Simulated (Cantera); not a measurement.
Equilibrium for titanium nitride, carbide and oxide coatings: Ti(OiPr)₄ + H₂O

Charge: 1 mol Ti(OiPr)₄, 0.32 mol H₂O, equilibrated at 9.00 Torr.

These are equilibrium values from Cantera (NASA tables, ideal gas, pure condensed phases), not measurements of a reactor. Candidate condensed phases: C, C₆H₆, C₇H₈, C₈H₁₈, H₂O, Ti, TiC, TiO, TiO₂, Ti₂O₃, Ti₃O₅, Ti₄O₇; 113 gas species. The feed counts by its element totals alone. Mutual solubility and eutectic melting of coexisting phases are not modelled. TiC: taken at fixed stoichiometry. Condensed phases not in the tables: Magnéli phases beyond Ti₄O₇. Kinetics and transport are ignored.

```json
[
 {"T (K)": "1025", "log p H₂": "-1.99", "log p CO": "-2.78", "log p CH₄": "-5.11", "log p H₂O": "-5.34", "log p CO₂": "-6.02", "n C(graphite)": "9.68", "n TiO₂(rutile)": "1.00", "n Ti₄O₇(s)": "0", "n Ti₃O₅(s)": "0", "n TiC(s)": "0"},
 {"T (K)": "1050", "log p H₂": "-1.99", "log p CO": "-2.78", "log p CH₄": "-5.21", "log p H₂O": "-5.50", "log p CO₂": "-6.22", "n C(graphite)": "9.68", "n TiO₂(rutile)": "1.00", "n Ti₄O₇(s)": "0", "n Ti₃O₅(s)": "0", "n TiC(s)": "0"},
 {"T (K)": "1075", "log p H₂": "-1.99", "log p CO": "-2.75", "log p CH₄": "-5.33", "log p H₂O": "-5.64", "log p CO₂": "-6.37", "n C(graphite)": "9.50", "n TiO₂(rutile)": "0.288", "n Ti₄O₇(s)": "0.178", "n Ti₃O₅(s)": "0", "n TiC(s)": "0"},
 {"T (K)": "1100", "log p H₂": "-1.99", "log p CO": "-2.74", "log p CH₄": "-5.43", "log p H₂O": "-5.78", "log p CO₂": "-6.53", "n C(graphite)": "9.43", "n TiO₂(rutile)": "0", "n Ti₄O₇(s)": "0.250", "n Ti₃O₅(s)": "0", "n TiC(s)": "0"},
 {"T (K)": "1125", "log p H₂": "-1.99", "log p CO": "-2.74", "log p CH₄": "-5.53", "log p H₂O": "-5.92", "log p CO₂": "-6.71", "n C(graphite)": "9.43", "n TiO₂(rutile)": "0", "n Ti₄O₇(s)": "0.250", "n Ti₃O₅(s)": "0", "n TiC(s)": "0"},
 {"T (K)": "1150", "log p H₂": "-1.99", "log p CO": "-2.73", "log p CH₄": "-5.62", "log p H₂O": "-6.05", "log p CO₂": "-6.87", "n C(graphite)": "9.37", "n TiO₂(rutile)": "0", "n Ti₄O₇(s)": "0.0835", "n Ti₃O₅(s)": "0.222", "n TiC(s)": "0"},
 {"T (K)": "1175", "log p H₂": "-1.99", "log p CO": "-2.73", "log p CH₄": "-5.71", "log p H₂O": "-6.18", "log p CO₂": "-7.02", "n C(graphite)": "9.34", "n TiO₂(rutile)": "0", "n Ti₄O₇(s)": "0", "n Ti₃O₅(s)": "0.333", "n TiC(s)": "0"},
 {"T (K)": "1200", "log p H₂": "-1.99", "log p CO": "-2.73", "log p CH₄": "-5.79", "log p H₂O": "-6.31", "log p CO₂": "-7.18", "n C(graphite)": "9.35", "n TiO₂(rutile)": "0", "n Ti₄O₇(s)": "0", "n Ti₃O₅(s)": "0.333", "n TiC(s)": "0"},
 {"T (K)": "1225", "log p H₂": "-2.02", "log p CO": "-2.62", "log p CH₄": "-5.92", "log p H₂O": "-6.34", "log p CO₂": "-7.10", "n C(graphite)": "7.79", "n TiO₂(rutile)": "0", "n Ti₄O₇(s)": "0", "n Ti₃O₅(s)": "0.139", "n TiC(s)": "0.584"},
 {"T (K)": "1250", "log p H₂": "-2.04", "log p CO": "-2.56", "log p CH₄": "-6.03", "log p H₂O": "-6.41", "log p CO₂": "-7.13", "n C(graphite)": "6.68", "n TiO₂(rutile)": "0", "n Ti₄O₇(s)": "0", "n Ti₃O₅(s)": "0", "n TiC(s)": "1.00"},
 {"T (K)": "1275", "log p H₂": "-2.04", "log p CO": "-2.56", "log p CH₄": "-6.10", "log p H₂O": "-6.52", "log p CO₂": "-7.27", "n C(graphite)": "6.68", "n TiO₂(rutile)": "0", "n Ti₄O₇(s)": "0", "n Ti₃O₅(s)": "0", "n TiC(s)": "1.00"},
 {"T (K)": "1300", "log p H₂": "-2.04", "log p CO": "-2.56", "log p CH₄": "-6.18", "log p H₂O": "-6.63", "log p CO₂": "-7.40", "n C(graphite)": "6.68", "n TiO₂(rutile)": "0", "n Ti₄O₇(s)": "0", "n Ti₃O₅(s)": "0", "n TiC(s)": "1.00"},
 {"T (K)": "1325", "log p H₂": "-2.04", "log p CO": "-2.56", "log p CH₄": "-6.24", "log p H₂O": "-6.73", "log p CO₂": "-7.52", "n C(graphite)": "6.68", "n TiO₂(rutile)": "0", "n Ti₄O₇(s)": "0", "n Ti₃O₅(s)": "0", "n TiC(s)": "1.00"},
 {"T (K)": "1350", "log p H₂": "-2.04", "log p CO": "-2.56", "log p CH₄": "-6.31", "log p H₂O": "-6.83", "log p CO₂": "-7.65", "n C(graphite)": "6.68", "n TiO₂(rutile)": "0", "n Ti₄O₇(s)": "0", "n Ti₃O₅(s)": "0", "n TiC(s)": "1.00"}
]
```
log p: log10 of the partial pressure in bar; n: condensed amount in mol.

From 1025 K to 1050 K the condensed part is C(graphite) + TiO₂(rutile). At 1075 K the condensed part is C(graphite) + TiO₂(rutile) + Ti₄O₇(s). From 1100 K to 1125 K the condensed part is C(graphite) + Ti₄O₇(s). At 1150 K the condensed part is C(graphite) + Ti₃O₅(s) + Ti₄O₇(s). From 1175 K to 1200 K the condensed part is C(graphite) + Ti₃O₅(s). At 1225 K the condensed part is C(graphite) + TiC(s) + Ti₃O₅(s). From 1250 K to 1350 K the condensed part is C(graphite) + TiC(s).
